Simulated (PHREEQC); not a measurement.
## Polishing slurry liquid (model solution)

Solution (20 °C): 1.1 mol/kgw HNO3, 0.0013 mol/kgw K2SO4 and 0.61 mol/kgw H3BO3. Closed to the air; pH follows from the charge balance.

Model: ion-association model, wateq4f.dat, run in PHREEQC.

```json
{
  "pH": "0.09",
  "ionic_strength": "1.10 mol/kgw",
  "activity_of_water": "0.952",
  "total_alkalinity": "-1100 meq/kg"
}
```

```
species  molality  activity   log γ
-------  --------  --------  ------
NO3-         1.10     0.603  -0.261
H+           1.10     0.815  -0.130
H3BO3       0.610     0.786   0.110
K+        0.00260   0.00155  -0.224
HSO4-     0.00123  0.000760  -0.208
SO4-2     7.13e-5   1.07e-5  -0.825
KSO4-     1.63e-7   1.06e-7  -0.186
```

This is a speciation only: nothing precipitates in the calculation. The ionic strength is past about 0.7 mol/kgw, beyond the range of this activity model, so the values are rough.
